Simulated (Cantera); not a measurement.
# Premixed flame

A freely propagating, adiabatic, planar premixed flame of 12.0 % CH4, 18.5 % O2, 69.5 % N2, unburnt at 723 K and 233 Torr; mixture-averaged transport, grid criteria slope 0.08 and curve 0.16, no radiation.

Cantera simulation using GRI-Mech 3.0 (53 species, 325 reactions); the numbers are that mechanism's predictions, not measurements. Burning velocities carry a grid error of a few per cent, more on coarse grids.

| z (mm) | T (K) | u (m/s) | x CH4 | x O2 | x C2H6 | x C2H | x H | x CH2O |
|---|---|---|---|---|---|---|---|---|
| -2.74 | 723 | 1.97 | 0.120 | 0.185 | 1.84e-7 | <1e-8 | <1e-8 | 3.13e-7 |
| -1.83 | 726 | 1.98 | 0.119 | 0.184 | 3.90e-6 | <1e-8 | 2.76e-7 | 5.13e-6 |
| -1.37 | 735 | 2.02 | 0.118 | 0.182 | 2.50e-5 | <1e-8 | 2.38e-6 | 2.51e-5 |
| -0.913 | 802 | 2.23 | 0.111 | 0.176 | 0.000258 | <1e-8 | 2.78e-5 | 0.000159 |
| -0.457 | 1181 | 3.36 | 0.0775 | 0.142 | 0.00181 | <1e-8 | 0.000415 | 0.000928 |
| -0.228 | 1561 | 4.52 | 0.0419 | 0.0989 | 0.00123 | 9.32e-8 | 0.00182 | 0.00131 |
| 0 | 1908 | 5.60 | 0.0118 | 0.0517 | 0.000112 | 1.75e-6 | 0.00574 | 0.000802 |
| 0.228 | 2081 | 6.13 | 0.00160 | 0.0225 | 1.62e-6 | 2.68e-6 | 0.0107 | 0.000233 |
| 0.457 | 2130 | 6.27 | 0.000135 | 0.0103 | 1.27e-8 | 7.18e-7 | 0.0140 | 3.33e-5 |
| 0.913 | 2149 | 6.30 | 8.05e-7 | 0.00447 | <1e-8 | 1.22e-8 | 0.0160 | 2.90e-7 |
| 1.83 | 2162 | 6.32 | <1e-8 | 0.00338 | <1e-8 | <1e-8 | 0.0159 | <1e-8 |
| 3.65 | 2180 | 6.36 | <1e-8 | 0.00299 | <1e-8 | <1e-8 | 0.0148 | <1e-8 |
| 7.30 | 2206 | 6.43 | <1e-8 | 0.00248 | <1e-8 | <1e-8 | 0.0130 | <1e-8 |
x: mole fraction of selected species; z is measured from the peak of heat release.

The laminar burning velocity comes out as 197 cm/s. The thermal thickness comes out as 0.913 mm, the peak x(C2H6) is 0.00190 and the peak x(C2H) comes out as 2.98e-6. The peak x(H) is 0.0162 and the peak x(CH2O) is 0.00131.
